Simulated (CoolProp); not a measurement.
A simple Rankine cycle with chlorine: condensing at 327.15 K, boiler at 6.5 MPa, turbine inlet 420.8 K, turbine efficiency 0.85, pump efficiency 0.7, no recuperator. Each further row changes one setting.

The numbers come from the reference Helmholtz-energy equation of state, Thol 2021 in CoolProp.

```csv
case,thermal efficiency (%),net work (kJ/kg),heat in (kJ/kg),turbine exit temperature (K),volume ratio over the turbine
as stated,13.0,28.9,223,327.1,3.65
condensing temperature 319.15 K,14.2,32.9,231,319.2,4.33
boiler pressure 4.55 MPa,11.0,27.7,251,328.3,2.39
turbine efficiency 0.75,11.2,24.9,223,327.1,3.72
```

The expansion ends wet for: as stated; condensing temperature 319.15 K; turbine efficiency 0.75.
